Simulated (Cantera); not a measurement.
Input: 1 mol Fe2O3, 0.47 mol H2S, 1.2 mol N2, 0.068 mol SO3, at 0.0133 bar.

Equilibrium computed with Cantera from the NASA thermochemical tables; the gas is ideal and each condensed phase is pure. Candidate condensed phases: Fe, FeO, Fe(OH)2, Fe(OH)3, FeS, FeSO4, FeS2, Fe2O3, Fe2(SO4)3, Fe3O4, H2O, H2SO4, S; 38 gas species. The tables' stoichiometric FeO is somewhat more stable than real wüstite, so its field is too wide. FeO: taken at fixed stoichiometry. Rates play no part.

Problem. At 1100 °C, list the 5 most abundant gas species with their mole fractions, and the condensed phases.

Solution. N2 0.563, H2O 0.202, SO2 0.181, S2 0.0331, H2 0.0165. Condensed: FeO(s).
